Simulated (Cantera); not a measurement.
SiO₂ + Si + H₂ (sublimation and decomposition of ceramics)

Input: 1 mol SiO₂, 0.075 mol Si, 2.9 mol H₂, held at 4200 Torr.

Method: chemical equilibrium by Gibbs-energy minimisation in Cantera with the NASA 1993 tables (ideal gas, pure condensed phases). Candidate condensed phases: H₂O, Si, SiO₂; 18 gas species. Each liquid is taken as pure. Mutual solubility and eutectic melting of coexisting phases are not modelled. The tables hold silica as quartz up to 1696 K and as liquid above; real silica turns to tridymite and cristobalite and melts near 1996 K. Gases not in the tables: Si₂H₆ and higher silanes. Kinetics and transport are ignored.

| T (K) | log p H₂ | log p SiO | log p H | log p H₂O | log p SiH₂ | log p SiH₄ | n Si(s) | n SiO₂(β-quartz) | n Si(l) | n SiO₂(condensed) |
|---|---|---|---|---|---|---|---|---|---|---|
| 1523 | 0.75 | -3.11 | -4.26 | -4.63 | -4.95 | -4.48 | 0.0748 | 1.000 | 0 | 0 |
| 1548 | 0.75 | -2.92 | -4.14 | -4.52 | -4.82 | -4.47 | 0.0747 | 1.000 | 0 | 0 |
| 1573 | 0.75 | -2.74 | -4.02 | -4.41 | -4.69 | -4.46 | 0.0745 | 1.000 | 0 | 0 |
| 1598 | 0.75 | -2.56 | -3.90 | -4.31 | -4.56 | -4.44 | 0.0743 | 0.999 | 0 | 0 |
| 1623 | 0.75 | -2.39 | -3.79 | -4.20 | -4.44 | -4.43 | 0.0739 | 0.999 | 0 | 0 |
| 1648 | 0.75 | -2.22 | -3.68 | -4.11 | -4.32 | -4.42 | 0.0734 | 0.998 | 0 | 0 |
| 1673 | 0.75 | -2.06 | -3.57 | -4.01 | -4.21 | -4.41 | 0.0727 | 0.998 | 0 | 0 |
| 1698 | 0.75 | -1.91 | -3.47 | -3.92 | -4.11 | -4.41 | 0 | 0 | 0.0718 | 0.997 |
| 1723 | 0.75 | -1.77 | -3.37 | -3.82 | -4.02 | -4.42 | 0 | 0 | 0.0706 | 0.996 |
| 1748 | 0.75 | -1.64 | -3.27 | -3.73 | -3.94 | -4.43 | 0 | 0 | 0.0690 | 0.994 |
log p: log10 of the partial pressure in bar; n: condensed amount in mol.

From 1523 K to 1673 K the condensed part is Si(s) + SiO₂(β-quartz). From 1698 K to 1748 K the condensed part is Si(l) + SiO₂(condensed). The main Si-bearing gas is SiO throughout. The share of Si in condensed phases is highest at 1523 K (100.0 %) and lowest at 1748 K (98.9 %).
